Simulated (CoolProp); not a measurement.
Values from CoolProp's reference Helmholtz-energy equation of state, Gao 2022.

Task: For n-perfluorohexane, give the phase and the density (kg/m³), cp (kJ/(kg K)), Joule-Thomson coefficient (K/MPa), isothermal compressibility (1/MPa) at 450 K and 0.622 MPa; 450 K and 4.98 MPa; 450 K and 6.22 MPa.

Result: 
- 450 K and 0.622 MPa: gas; density 65.1, cp 1.04, Joule-Thomson coefficient 9.83, isothermal compressibility 1.89
- 450 K and 4.98 MPa: supercritical; density 1170, cp 1.26, Joule-Thomson coefficient 0.629, isothermal compressibility 0.0306
- 450 K and 6.22 MPa: supercritical; density 1210, cp 1.23, Joule-Thomson coefficient 0.395, isothermal compressibility 0.0223
